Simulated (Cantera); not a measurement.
What does this Cantera script print?

```python
import numpy as np
import cantera as ct

gas = ct.Solution("gri30.yaml")
gas.TPX = 698, 60000, {'CH3OH': 1, 'O2': 2.2, 'N2': 6.64}
flame = ct.FreeFlame(gas, width=0.057)
flame.set_refine_criteria(ratio=3, slope=0.08, curve=0.16)
flame.transport_model = "mixture-averaged"
flame.solve(loglevel=0, auto=True)
z, T = flame.grid, flame.T
thick = (T[-1] - T[0]) / np.gradient(T, z).max()
show = ['CH3OH', 'O2', 'CH4', 'CH2', 'HCN', 'H']
print(f"laminar burning velocity  {flame.velocity[0] * 100:.3f} cm/s")
print(f"burnt temperature         {T[-1]:.1f} K")
print(f"thermal thickness         {thick * 1e3:.4f} mm")
print(f"grid points               {len(z)}")
z0 = z[flame.heat_release_rate.argmax()]
print(f"{'z/mm':>9s}{'T/K':>9s}{'u/(m/s)':>9s}" + "".join(f"{s:>11s}" for s in show))
rows = []
for k in (-3, -2, -1.5, -1, -0.5, -0.25, 0, 0.25, 0.5, 1, 2, 4, 8):
    zz = z0 + k * thick
    rows.append([k * thick, np.interp(zz, z, T), np.interp(zz, z, flame.velocity),
                 *(np.interp(zz, z, flame.X[gas.species_index(s)]) for s in show)])
    print(f"{rows[-1][0] * 1e3:9.3f}{rows[-1][1]:9.1f}{rows[-1][2]:9.3f}" + "".join(f"{x:11.3e}" for x in rows[-1][3:]))
```

Result:

```
laminar burning velocity  152.450 cm/s
burnt temperature         2281.2 K
thermal thickness         0.4333 mm
grid points               139
     z/mm      T/K  u/(m/s)      CH3OH         O2        CH4        CH2        HCN          H
   -1.300    698.3    1.528  1.015e-01  2.232e-01  2.388e-08  3.022e-22  1.831e-12  4.109e-15
   -0.867    701.4    1.538  1.011e-01  2.223e-01  2.123e-07  4.881e-22  2.565e-11  2.449e-13
   -0.650    712.1    1.567  1.003e-01  2.207e-01  8.061e-07  3.190e-20  1.344e-10  1.048e-11
   -0.433    771.2    1.711  9.633e-02  2.141e-01  3.786e-06  1.097e-15  9.732e-10  3.698e-09
   -0.217   1062.5    2.419  7.202e-02  1.857e-01  1.775e-05  2.340e-10  7.189e-09  3.385e-06
   -0.108   1394.1    3.251  3.849e-02  1.536e-01  3.346e-05  1.407e-07  1.680e-08  1.166e-04
    0.000   1746.2    4.166  5.300e-03  1.183e-01  3.681e-05  3.862e-06  3.368e-08  1.579e-03
    0.108   1859.2    4.450  6.298e-05  9.672e-02  8.207e-06  7.963e-07  3.090e-08  4.617e-03
    0.217   1894.0    4.517  2.051e-07  8.606e-02  6.625e-07  1.832e-08  1.260e-08  6.291e-03
    0.433   1947.7    4.613  1.282e-11  7.846e-02  3.402e-09  6.810e-11  1.560e-09  6.853e-03
    0.867   2021.1    4.755  5.244e-16  7.414e-02  2.529e-13  7.148e-15  2.660e-11  5.711e-03
    1.733   2106.3    4.927  2.989e-18  7.167e-02  4.717e-18  1.037e-17  5.018e-13  3.579e-03
    3.467   2189.0    5.093  9.562e-19  6.969e-02  1.249e-18  4.016e-18  4.738e-13  1.805e-03
```

Cantera simulation using GRI-Mech 3.0 (53 species, 325 reactions); the numbers are that mechanism's predictions, not measurements. GRI-Mech 3.0 was tuned for natural gas; its chemistry of methanol as a main component is partial and can be far from experiment. Burning velocities carry a grid error of a few per cent, more on coarse grids.
